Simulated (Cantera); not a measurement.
Charge: 1 mol B, 0.13 mol H₂O, a varied amount of N₂, equilibrated at 24.0 Pa.

Equilibrium computed with Cantera from the NASA thermochemical tables; the gas is ideal and each condensed phase is pure. Candidate condensed phases: B, BN, B₂O₃, B₃O₃H₃, H₂O; 39 gas species. Mutual solubility and eutectic melting of coexisting phases are not modelled. The numbers say what is thermodynamically allowed, not how fast it happens.

Problem. What condenses at these points (T in °C, n(N₂) in mol): (1850, 2.9); (1625, 0.41); (1725, 4.3); (1700, 0.6); (1700, 0.89); (1550, 9.3)?

Solution. 
```
T (°C)  n(N₂) in mol  condensed phases  B condensed (%)
------  ------------  ----------------  ---------------
1850             2.9                 B             85.5
1625            0.41            B + BN             87.0
1725             4.3                BN             86.7
1700             0.6                BN             86.9
1700            0.89                BN             86.9
1550             9.3                BN             87.0
```
